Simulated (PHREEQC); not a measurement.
Na2CO3 is added in steps, without added water, to 1 kg of water holding 0.071 mol/kgw NaH2PO4 and 0.0015 mol/kgw Na2SO4, at 82 °C. Oxygen is held at 0.21 atm. CO2 is held at log p = -3.4 (atm). The run lets Mirabilite, Nahcolite, Natron precipitate or redissolve, and no other solid.

Base run: PHREEQC, ion-association model, wateq4f.dat. Each further column changes one thing. The table gives pH.

```
Na2CO3 added (mol)  base  temperature from 82 to 60 °C  diluted 10-fold with water  diluted 2-fold with water  no solid may form
------------------  ----  ----------------------------  --------------------------  -------------------------  -----------------
0                   4.54                          4.53                        4.78                       4.61               4.54
0.006875            6.09                          6.14                        9.09                       6.57               6.09
0.01375             6.48                          6.54                        9.35                       7.26               6.48
0.0275              7.17                          7.23                        9.49                       9.17               7.17
0.03438             8.01                          8.04                        9.52                       9.28               8.01
0.04125             8.93                          8.97                        9.55                       9.35               8.93
0.04813             9.11                          9.16                        9.56                        [?]               9.11
0.06187             9.27                          9.33                        9.59                       9.46               9.27
0.06875             9.32                          9.37                        9.60                        [?]               9.32
0.07562             9.35                          9.41                        9.61                       9.50               9.35
0.0825              9.38                          9.44                         [?]                       9.51               9.38
0.09625             9.42                          9.49                        9.63                       9.54               9.42
0.1031              9.44                          9.50                        9.63                       9.55               9.44
0.11                9.46                          9.52                        9.64                       9.55               9.46
```

Question: Some entries are withheld; supply them.

Answer: 
- 0.04813, diluted 2-fold with water: 9.39
- 0.06875, diluted 2-fold with water: 9.48
- 0.0825, diluted 10-fold with water: 9.62

H3PO4, which wateq4f.dat lacks, is added to it with the constant of phreeqc.dat. Constants without temperature data keep their 25 °C values here.
